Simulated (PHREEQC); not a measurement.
Model water analysis in mmol/kgw, 20 °C, pH 6.03, pe 12.4:

```csv
constituent,mmol/kgw
Na,0.00154
K,1.3e-07
Ca,0.000281
Mg,0.000202
Cl,0.000711
S(6),0.000132
Alkalinity (meq/kgw),0.00142
Sr,2.18e-06
```

Cl is adjusted to close the charge balance.
Valence states are taken as typed.

All values are PHREEQC results (ion-association model, phreeqc.dat), not measurements.

* **ionic strength**: 4.06e-6 mol/kgw

| species | molality | activity | log γ |
|---|---|---|---|
| CO2 | 5.27e-6 | 5.27e-6 | 0.000 |
| HCO3- | 2.35e-6 | 2.34e-6 | -0.001 |
| Na+ | 1.54e-6 | 1.54e-6 | -0.001 |
| H+ | 9.35e-7 | 9.33e-7 | -0.001 |
| Cl- | 8.27e-7 | 8.25e-7 | -0.001 |
| Ca+2 | 2.81e-7 | 2.78e-7 | -0.004 |
| Mg+2 | 2.02e-7 | 2.00e-7 | -0.004 |
| SO4-2 | 1.32e-7 | 1.31e-7 | -0.004 |
| OH- | 7.35e-9 | 7.34e-9 | -0.001 |

Precipitation was switched off in this run. Complexes and solids missing from the database can't appear.
